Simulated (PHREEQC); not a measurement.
A solution holds 0.047 mol/kgw HF, 0.00049 mol/kgw NH3 and 0.00056 mol/kgw KCl, at 85 °C. Closed to the air; pH follows from the charge balance.

The numbers come from PHREEQC with the ion-association model, wateq4f.dat.

No solid was allowed to form.

Question: Order these F species by the share of F that they hold, largest first: H2F2, HF, HF2-, F-.

Answer: HF (89 %), F- (6.6 %), HF2- (2.3 %), H2F2 (1.8 %)

The pH is 2.53 and the ionic strength 0.00423 mol/kgw. At this temperature some constants are extrapolated from 25 °C, and those without enthalpy data are left unchanged.
